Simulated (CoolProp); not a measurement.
The numbers come from the reference Helmholtz-energy equation of state, McLinden 2020 in CoolProp.

**Question.** For R1336mzz(Z), give the phase and the density (kg/m³), cp (kJ/(kg K)), speed of sound (m/s), expansivity (1/kK) at 75.85 °C and 3650 kPa; 201.65 °C and 3650 kPa.

**Answer.** 
- 75.85 °C and 3650 kPa: liquid; density 1240, cp 1.31, speed of sound 484, expansivity 2.35
- 201.65 °C and 3650 kPa: supercritical; density 287, cp 1.89, speed of sound 95.3, expansivity 16.7
